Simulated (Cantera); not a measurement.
Input: 1 mol C2H2, 3.1 mol H2, 2.3 mol N2, equilibrated at 750 Torr.

Method: chemical equilibrium by Gibbs-energy minimisation in Cantera with the NASA 1993 tables (ideal gas, pure condensed phases). Candidate condensed phases: C, C6H6, C7H8, C8H18; 92 gas species. Kinetics and transport are ignored.

Task: What share of the C ends up in condensed phases as a function of T (K), at 1873, 1923, 1973, 2023, 2073, 2123, 2173, 2223?

Result: 
| T (K) | C condensed (%) | as |
|---|---|---|
| 1873 | 98.4 | C(graphite) |
| 1923 | 98.0 | C(graphite) |
| 1973 | 97.6 | C(graphite) |
| 2023 | 97.0 | C(graphite) |
| 2073 | 96.3 | C(graphite) |
| 2123 | 95.5 | C(graphite) |
| 2173 | 94.6 | C(graphite) |
| 2223 | 93.5 | C(graphite) |
